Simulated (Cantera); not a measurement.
A perfectly stirred reactor is fed with 9.95 % NH3, 90.0 % N2, at 160000 Pa; it is held at 1900 K, and followed from long to short residence time.

Detailed kinetics in Cantera: the gas-phase N/H chemistry of the illustrative SiF4/NH3 mechanism in the Surface Chemkin manual (1991). Walls and surfaces, which speed up NH3 decomposition in real reactors, are not modelled.

Predict: x(NH3) at τ = 0.970 s; x(N2H2) at τ = 0.970 s; x(H2) at τ = 0.970 s; x(NH) at τ = 0.970 s; x(N2) at τ = 0.970 s; x(NH3) at τ = 19.0 ms; x(N2H2) at τ = 19.0 ms; x(H2) at τ = 19.0 ms; x(NH) at τ = 19.0 ms; x(N2) at τ = 19.0 ms.


```json
{
 "x(NH3) at τ = 0.970 s": "0.0114",
 "x(N2H2) at τ = 0.970 s": "1.87e-8",
 "x(H2) at τ = 0.970 s": "0.120",
 "x(NH) at τ = 0.970 s": "1.53e-6",
 "x(N2) at τ = 0.970 s": "0.868",
 "x(NH3) at τ = 19.0 ms": "0.0804",
 "x(N2H2) at τ = 19.0 ms": "2.43e-7",
 "x(H2) at τ = 19.0 ms": "0.0259",
 "x(NH) at τ = 19.0 ms": "3.30e-6",
 "x(N2) at τ = 19.0 ms": "0.893"
}
```
